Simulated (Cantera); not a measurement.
Charge: 1 mol TiO2, 0.79 mol CH4, 0.059 mol CO, 1.5 mol C, equilibrated at 1 atm.

Cantera equilibrium calculation (NASA polynomials, part measured and part estimated; ideal gas, pure solids and liquids). Candidate condensed phases: C, C6H6, C7H8, C8H18, H2O, Ti, TiC, TiO, TiO2, Ti2O3, Ti3O5, Ti4O7; 113 gas species. Mutual solubility and eutectic melting of coexisting phases are not modelled. TiC: taken at fixed stoichiometry. Kinetics and transport are ignored.

Question: Which condensed phases are stable at each of these points (T (K)): 1575, 1625, 1675, 1725, 1775, 1825, 1875, 1925, 1975, 2025, 2075, 2125?

Answer: 
```csv
T (K),condensed phases,Ti condensed (%)
1575,TiC(s) + Ti3O5(s),100.0
1625,TiC(s) + Ti2O3(s),100.0
1675,TiC(s) + Ti2O3(s),100.0
1725,TiC(s) + Ti2O3(s),100.0
1775,TiC(s) + Ti2O3(s),100.0
1825,TiC(s) + Ti2O3(s),100.0
1875,TiC(s) + Ti2O3(s),100.0
1925,TiC(s) + Ti2O3(s),100.0
1975,TiC(s) + Ti2O3(s),100.0
2025,TiC(s) + Ti2O3(s),100.0
2075,TiC(s) + Ti2O3(s),100.0
2125,TiC(s) + Ti2O3(l),100.0
```

At 1575 K the condensed part is TiC(s) + Ti3O5(s). From 1625 K to 2075 K the condensed part is TiC(s) + Ti2O3(s). At 2125 K the condensed part is TiC(s) + Ti2O3(l).
